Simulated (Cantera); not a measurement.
Input (Python, Cantera) and output of one run.

```python
import numpy as np
import cantera as ct

gas_names = """
    Cs CsO CsOH Cs2 Cs2O Cs2O2H2 H HO2 H2 H2O H2O2 O OH O2 O3
""".split()
cond_names = """
    Cs(cr) Cs(L) CsOH(a) CsOH(b) CsOH(c) CsOH(L) H2O(s) H2O(L)
""".split()


# ... load() reads the species with a 1 bar reference pressure and builds the phases ...
atoms = {
    'CsOH': {'Cs': 1, 'O': 1, 'H': 1},
    'O2': {'O': 2},
}
top_T = {}  # K; cautious upper limits of use, not melting points


# ... equilibrate(T, P, feed) seeds the gas with the atoms and calls Mixture.equilibrate('TP', solver="vcs", rtol=1e-11, max_steps=5000) ...
results = []
feed = {'CsOH': 1, 'O2': 0.025}  # mol
T = 1023  # K
P = 750000  # Pa
mix = equilibrate(T, P, feed)
results.append((T, P, feed, dict(zip(mix.species_names, mix.species_moles))))
x = sorted(zip(gas.X, gas.species_names), reverse=True)
print(f"T = {T:g} K  P = {P:g} Pa  gas = {mix.phase_moles(0):.4g} mol")
print("   x: " + "  ".join(f"{s} {v:.3e}" for v, s in x if v > 1e-05))
print("   condensed (mol): " + ("  ".join(f"{mix.phase(i).name} {mix.phase_moles(i):.4g}"
      for i in range(1, mix.n_phases) if mix.phase_moles(i) > 1e-12) or "none"))
```

It prints:

```
T = 1023 K  P = 750000 Pa  gas = 0.02528 mol
   x: O2 9.890e-01  CsOH 8.888e-03  Cs2O2H2 2.132e-03
   condensed (mol): CsOH(L) 0.9997
```

Cantera equilibrium calculation (NASA polynomials, part measured and part estimated; ideal gas, pure solids and liquids). Condensed phases not in the tables: the peroxide.
